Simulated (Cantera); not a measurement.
A freely propagating, adiabatic, planar premixed flame of 25.4 % CO, 1.65 % H2, 4.07 % CH4, 14.4 % O2, 54.4 % N2, unburnt at 350 K and 473 Torr; multicomponent+Soret transport, grid criteria slope 0.08 and curve 0.16, no radiation.

Cantera simulation using GRI-Mech 3.0 (53 species, 325 reactions); the numbers are that mechanism's predictions, not measurements. Burning velocities carry a grid error of a few per cent, more on coarse grids.

x: mole fraction of selected species; z is measured from the peak of heat release.

| z (mm) | T (K) | u (m/s) | x CO | x H2 | x CH4 | x C2H2 | x NO | x CO2 |
|---|---|---|---|---|---|---|---|---|
| -1.52 | 350 | 1.04 | 0.254 | 0.0165 | 0.0407 | <1e-8 | <1e-8 | <1e-8 |
| -1.01 | 350 | 1.04 | 0.254 | 0.0165 | 0.0407 | <1e-8 | <1e-8 | 3.78e-8 |
| -0.758 | 350 | 1.04 | 0.254 | 0.0163 | 0.0407 | <1e-8 | <1e-8 | 6.15e-7 |
| -0.505 | 354 | 1.05 | 0.254 | 0.0159 | 0.0405 | <1e-8 | <1e-8 | 2.95e-5 |
| -0.253 | (withheld) | 1.68 | 0.250 | (withheld) | (withheld) | (withheld) | (withheld) | (withheld) |
| -0.126 | (withheld) | 2.87 | 0.242 | 0.0206 | (withheld) | (withheld) | (withheld) | (withheld) |
| 0 | 1395 | 4.16 | 0.230 | 0.0219 | 0.00751 | 3.90e-6 | 1.43e-6 | 0.0509 |
| 0.126 | 1597 | 4.73 | 0.207 | 0.0174 | 0.000605 | 7.50e-7 | 3.23e-6 | 0.0856 |
| 0.253 | 1673 | 4.90 | 0.185 | 0.0150 | 2.28e-5 | 1.75e-8 | 5.36e-6 | 0.113 |
| 0.505 | 1755 | 5.08 | 0.162 | 0.0157 | 4.89e-8 | <1e-8 | 9.40e-6 | 0.140 |
| 1.01 | 1841 | 5.28 | 0.152 | 0.0167 | <1e-8 | <1e-8 | 1.58e-5 | 0.153 |
| 2.02 | 1934 | 5.51 | 0.151 | 0.0163 | <1e-8 | <1e-8 | 2.45e-5 | 0.156 |
| 4.04 | 2031 | 5.75 | 0.149 | 0.0155 | <1e-8 | <1e-8 | 3.57e-5 | 0.160 |

Question: What belongs in the gaps?

Answer: 
- -0.253, T (K): 566
- -0.253, x H2: 0.0172
- -0.253, x CH4: 0.0361
- -0.253, x C2H2: 1.21e-7
- -0.253, x NO: 7.99e-8
- -0.253, x CO2: 0.00579
- -0.126, T (K): 963
- -0.126, x CH4: 0.0255
- -0.126, x C2H2: 1.05e-6
- -0.126, x NO: 4.36e-7
- -0.126, x CO2: 0.0214
